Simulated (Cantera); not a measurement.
What does this Cantera script print?

```python
import numpy as np
import cantera as ct

gas_names = """
    C2H2,acetylene C3H8
""".split()
cond_names = """
    Ti(a) Ti(b) Ti(L) TiC(s) TiC(L)
""".split()


# ... load() reads the species with a 1 bar reference pressure and builds the phases ...
species = {s.name: s for s in load("nasa_gas.yaml", gas_names) + load("nasa_condensed.yaml", cond_names)}
# Each term lists the table entries of one substance; the one whose range holds T is used.
reactions = {
    '5 Ti + 4 C2H2(g) = C3H8(g) + 5 TiC':
        [(-5, ['Ti(a)', 'Ti(b)', 'Ti(L)']), (-4, ['C2H2,acetylene']), (1, ['C3H8']), (5, ['TiC(s)', 'TiC(L)'])],
}


def pick(names, T):
    return next(species[n] for n in names if species[n].thermo.min_temp <= T <= species[n].thermo.max_temp)


results = []
for label, terms in reactions.items():
    print(label)
    print("     T/K   dH/kJ  dS/(J/K)   dG/kJ   log10 K")
    for T in [300, 2698, 2748, 2798, 2848, 2898, 2948]:
        used = [(nu, pick(names, T)) for nu, names in terms]
        dH = sum(nu * s.thermo.h(T) for nu, s in used) / 1e6
        dS = sum(nu * s.thermo.s(T) for nu, s in used) / 1e3
        dG = dH - T * dS / 1e3
        logK = -dG * 1e6 / (ct.gas_constant * T * np.log(10))
        results.append((label, T, dH, dS, dG, logK, [s.name for _, s in used]))
        print(f"{T:8g} {dH:8.1f} {dS:8.1f} {dG:8.1f} {logK:8.2f}")
```

It prints:

```
5 Ti + 4 C2H2(g) = C3H8(g) + 5 TiC
     T/K   dH/kJ  dS/(J/K)   dG/kJ   log10 K
     300  -1938.1   -566.2  -1768.2   307.87
    2698  -2057.0   -651.4   -299.6     5.80
    2748  -2057.3   -651.5   -267.0     5.08
    2798  -2057.5   -651.6   -234.5     4.38
    2848  -2057.6   -651.6   -201.9     3.70
    2898  -2057.6   -651.6   -169.3     3.05
    2948  -2057.5   -651.6   -136.7     2.42
```

Standard-state values (1 bar) from the NASA 1993 polynomials, evaluated with Cantera. TiC: taken at fixed stoichiometry. Condensed species are held in their standard states even where they would react or evaporate.
